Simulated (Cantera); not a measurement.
What does this Cantera script print?

```python
import numpy as np
import cantera as ct

gas = ct.Solution("gri30.yaml")
gas.TPX = 750, 80000, {'C2H6': 0.65, 'O2': 8.14, 'N2': 35, 'H2O': 4.9}
inlet = ct.Reservoir(gas, clone=True)
gas.equilibrate("HP")  # start burning
reactor = ct.IdealGasConstPressureReactor(gas, energy="on", clone=False)
exhaust = ct.Reservoir(gas, clone=True)
tau = [0.36, 0.17, 0.079, 0.037, 0.017, 0.008, 0.0037, 0.0017, 0.00081, 0.00038, 0.00018, 8.3e-05, 3.9e-05][0]
for a, b in ((inlet, reactor), (reactor, exhaust)):
    ct.MassFlowController(a, b, mdot=lambda t: reactor.mass / tau)
net = ct.ReactorNet([reactor])
show = ['C2H6', 'O2', 'H2O', 'HO2', 'CH4', 'O']

rows = []
print(f"{'tau/s':>10s}{'T/K':>9s}" + "".join(f"{s:>11s}" for s in show))
for tau in [0.36, 0.17, 0.079, 0.037, 0.017, 0.008, 0.0037, 0.0017, 0.00081, 0.00038, 0.00018, 8.3e-05, 3.9e-05]:
    net.initial_time = 0.0
    net.advance(30 * tau)
    before = gas.X
    net.advance(40 * tau)
    drift = np.max(np.abs(gas.X - before) / (gas.X + 1e-9))
    rows.append([gas.T, *gas[show].X, drift])
    print(f"{tau:10.3e}{gas.T:9.1f}" + "".join(f"{x:11.3e}" for x in gas[show].X))
```

Output:

```
     tau/s      T/K       C2H6         O2        H2O        HO2        CH4          O
 3.600e-01   1289.5  3.765e-06  1.198e-01  1.396e-01  3.818e-06  1.815e-07  1.059e-05
 1.700e-01   1287.3  6.388e-06  1.199e-01  1.395e-01  6.287e-06  3.141e-07  1.699e-05
 7.900e-02   1283.6  1.116e-05  1.201e-01  1.394e-01  1.045e-05  5.810e-07  2.690e-05
 3.700e-02   1276.9  2.015e-05  1.205e-01  1.393e-01  1.740e-05  1.189e-06  4.051e-05
 1.700e-02   1262.5  4.163e-05  1.214e-01  1.389e-01  3.092e-05  3.174e-06  5.463e-05
 8.000e-03    750.0  1.335e-02  1.672e-01  1.006e-01  4.855e-14  4.334e-14  4.760e-20
 3.700e-03    750.0  1.335e-02  1.672e-01  1.006e-01  1.431e-14  1.237e-14  2.942e-20
 1.700e-03    750.0  1.335e-02  1.672e-01  1.006e-01  3.821e-15  3.093e-15  1.605e-20
 8.100e-04    750.0  1.335e-02  1.672e-01  1.006e-01  1.067e-15  7.647e-16  8.375e-21
 3.800e-04    750.0  1.335e-02  1.672e-01  1.006e-01  3.058e-16  1.759e-16  4.153e-21
 1.800e-04    750.0  1.335e-02  1.672e-01  1.006e-01  9.853e-17  4.038e-17  2.054e-21
 8.300e-05    750.0  1.335e-02  1.672e-01  1.006e-01  3.418e-17  8.693e-18  9.978e-22
 3.900e-05    750.0  1.335e-02  1.672e-01  1.006e-01  1.319e-17  1.944e-18  5.018e-22
```

Detailed kinetics in Cantera: GRI-Mech 3.0 (53 species, 325 reactions).
